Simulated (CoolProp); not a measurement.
Methanol along the isotherm 346.85 °C: fugacity coefficient from the reference equation and from simpler models built on Tc = 240.2 °C, pc = 8216 kPa, ω = 0.565; each cubic takes its own stable root.

Computed with CoolProp (reference Helmholtz-energy equation of state, de Reuck 1993).

| p (kPa) | phase | reference |
|---|---|---|
| 3730 | gas | 0.9259 |
| 7470 | gas | 0.8547 |
| 11200 | supercritical | 0.7894 |
| 14900 | supercritical | 0.7306 |
| 18700 | supercritical | 0.6761 |
| 22400 | supercritical | 0.6281 |
| 26100 | supercritical | 0.5863 |
| 29900 | supercritical | 0.5505 |
| 33600 | supercritical | 0.5220 |
| 37300 | supercritical | 0.4985 |
| 41100 | supercritical | 0.4786 |

### Question
How far does each simpler model (van der Waals, Redlich-Kwong, Soave-Redlich-Kwong, Peng-Robinson) lie from the reference over these 11 states: mean and median of the absolute difference, and the worst?

### Answer
- van der Waals: mean 5.6 %, median 5.7 %, worst -9.8 % at 346.85 °C and 22400 kPa
- Redlich-Kwong: mean 4.9 %, median 5.2 %, worst -7.6 % at 346.85 °C and 22400 kPa
- Soave-Redlich-Kwong: mean 10.5 %, median 9.1 %, worst +23.1 % at 346.85 °C and 41100 kPa
- Peng-Robinson: mean 4.1 %, median 2.4 %, worst +11.9 % at 346.85 °C and 41100 kPa
